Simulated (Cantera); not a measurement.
Charge: 1 mol BN, 4.9 mol F2, 30 mol N2, held at 1973.15 K and 10000 Pa.

These are equilibrium values from Cantera (NASA tables, ideal gas, pure condensed phases), not measurements of a reactor. Candidate condensed phases: B, BN; 13 gas species. Kinetics and transport are ignored.

### Question
What is the equilibrium state?

### Answer
x(N2): 0.796
x(F): 0.178
x(BF3): 0.0261
x(F2): 1.68e-5
gas amount: 38.30 mol
log10 activity of B(s) (absent): -20.73
